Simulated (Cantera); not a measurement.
## Thermodynamics of boron, boron nitride and boron oxide, feed borazine + O2 + N2

Charge: 1 mol borazine, 0.45 mol O2, 8.2 mol N2, held at 0.0100 bar.

Cantera equilibrium calculation (NASA polynomials, part measured and part estimated; ideal gas, pure solids and liquids). Candidate condensed phases: B, BN, B2O3, B3O3H3, H2O; 39 gas species. The feed counts by its element totals alone. Mutual solubility and eutectic melting of coexisting phases are not modelled. The tables' values for BH2 are old estimates; treat these amounts as uncertain. The numbers say what is thermodynamically allowed, not how fast it happens.

| T (K) | log p N2 | log p H2 | log p HBO | log p BO | log p H | log p B2O3 | log p B2O2 | n BN(s) | n B2O3(l) |
|---|---|---|---|---|---|---|---|---|---|
| 823 | -2.13 | -2.58 | -13.12 | <-14 | -12.43 | <-14 | <-14 | 2.40 | 0.298 |
| 923 | -2.13 | -2.58 | -11.09 | <-14 | -10.90 | -13.22 | <-14 | 2.40 | 0.298 |
| 1023 | -2.13 | -2.58 | -9.46 | <-14 | -9.68 | -11.01 | <-14 | 2.40 | 0.298 |
| 1123 | -2.13 | -2.58 | -8.14 | -12.50 | -8.66 | -9.21 | -12.22 | 2.40 | 0.298 |
| 1223 | -2.13 | -2.58 | -7.03 | -10.64 | -7.81 | -7.72 | -10.20 | 2.40 | 0.296 |
| 1323 | -2.13 | -2.59 | -6.10 | -9.07 | -7.09 | -6.46 | -8.50 | 2.41 | 0.291 |
| 1423 | -2.13 | -2.59 | -5.30 | -7.72 | -6.47 | -5.39 | -7.05 | 2.41 | 0.274 |
| 1523 | -2.13 | -2.59 | -4.61 | -6.55 | -5.93 | -4.46 | -5.79 | 2.41 | 0.203 |
| 1623 | -2.14 | -2.61 | -4.08 | -5.59 | -5.47 | -3.82 | -4.80 | 2.39 | 0 |
| 1723 | -2.14 | -2.62 | -3.81 | -4.95 | -5.05 | -3.89 | -4.35 | 2.32 | 0 |
| 1823 | -2.15 | -2.63 | -3.62 | -4.43 | -4.68 | -4.10 | -4.05 | 2.23 | 0 |
| 1923 | -2.15 | -2.64 | -3.53 | -4.04 | -4.35 | -4.51 | -3.93 | 2.15 | 0 |
| 2023 | -2.15 | -2.65 | -3.51 | -3.76 | -4.05 | -5.08 | -3.96 | 2.11 | 0 |
| 2123 | -2.16 | -2.66 | -3.55 | -3.56 | -3.77 | -5.76 | -4.09 | 2.10 | 0 |
log p: log10 of the partial pressure in bar; n: condensed amount in mol.

From 823 K to 1523 K the condensed part is BN(s) + B2O3(l). From 1623 K to 2123 K the condensed part is BN(s). The main B-bearing gas is (HBO2)3 at 823 K and HBO at 2123 K.
